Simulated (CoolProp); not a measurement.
Values from CoolProp's reference Helmholtz-energy equation of state, Lemmon 2006. It is a short technical equation, of lower accuracy than the large ones.

Problem. For carbonyl sulfide, give the phase and the speed of sound (m/s) at 346.85 °C and 1.27 MPa; 346.85 °C and 1.91 MPa; 346.85 °C and 2.55 MPa.

Solution. 
- 346.85 °C and 1.27 MPa: gas; speed of sound 318
- 346.85 °C and 1.91 MPa: gas; speed of sound 317
- 346.85 °C and 2.55 MPa: gas; speed of sound 316
